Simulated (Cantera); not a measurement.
Charge: 1 mol SiCl4, 2.5 mol Cl2, 14 mol H2, 3.5 mol HCl, held at 1473.15 K and 4.80 bar.

Cantera equilibrium calculation (NASA polynomials, part measured and part estimated; ideal gas, pure solids and liquids). Candidate condensed phases: Si; 19 gas species. The tables' values for SiCl3 are old estimates; treat these amounts as uncertain. Equilibrium is a limit: real reactors are often held back by kinetics, nucleation or transport.

Base state: H2 0.539, HCl 0.413, SiCl4 0.0387, SiHCl3 0.00475, SiCl3 0.00309, SiCl2 0.000843, SiH2Cl2 9.12e-5 (mole fractions); condensed: gas only.

What changes in the equilibrium state with this change: HCl from 3.5 to 0.54 mol?


```json
[
 {"species": "H2", "before": "0.539", "after": "0.623"},
 {"species": "HCl", "before": "0.413", "after": "0.322"},
 {"species": "SiCl4", "before": "0.0387", "after": "0.0412"},
 {"species": "SiHCl3", "before": "0.00475", "after": "0.00750"},
 {"species": "SiH2Cl2", "before": "9.12e-5", "after": "0.000214"},
 {"species": "SiCl2", "before": "0.000843", "after": "0.00171"},
 {"species": "SiCl3", "before": "0.00309", "after": "0.00454"}
]
```

What changes in the equilibrium state with this change: H2 from 14 to 2 mol?


```
species    before    after
-------  --------  -------
HCl         0.413    0.831
SiCl4      0.0387    0.111
Cl2       1.42e-8   0.0529
H2          0.539  5.84e-7
SiCl2    0.000843    <1e-9
SiHCl3    0.00475  7.32e-9
SiH2Cl2   9.12e-5    <1e-9
Cl        2.64e-6  0.00510
SiCl3     0.00309  4.58e-6
```
